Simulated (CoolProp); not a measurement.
A single-stage vapour-compression cycle with the fluid: evaporating at 286.15 K (dew point), condensing at 329.15 K (bubble point), superheat 10 K, subcooling 2 K, compressor efficiency 0.85, no pressure losses. The same conditions are run with several fluids, on thermodynamics alone (safety and materials aside).

The numbers come from the reference Helmholtz-energy equation of state of each fluid (C3F8 (R218): Lemmon 2006; R125: Lemmon 2005; R245fa: Akasaka 2015; R1132(E): Akasaka 2024; vinyl chloride: Thol 2022; R124: de Vries 1995) in CoolProp.

Question: Rank C3F8 (R218), R125, R245fa, R1132(E), vinyl chloride, R124 by cooling COP, highest first.

Answer: vinyl chloride (4.87), R245fa (4.76), R124 (4.57), R1132(E) (3.96), R125 (3.46), C3F8 (R218) (3.22)

```tsv
fluid	pressure ratio	discharge temperature (K)	refrigerating effect (kJ/kg)	volumetric capacity (kJ/m³)
C3F8 (R218)	3.00	331.0	41.9	2350
R125	2.93	343.3	71.0	4170
R245fa	4.42	337.9	152	798
R1132(E)	2.87	358.7	163	6060
vinyl chloride	3.34	366.5	278	2020
R124	3.48	339.5	113	1760
```
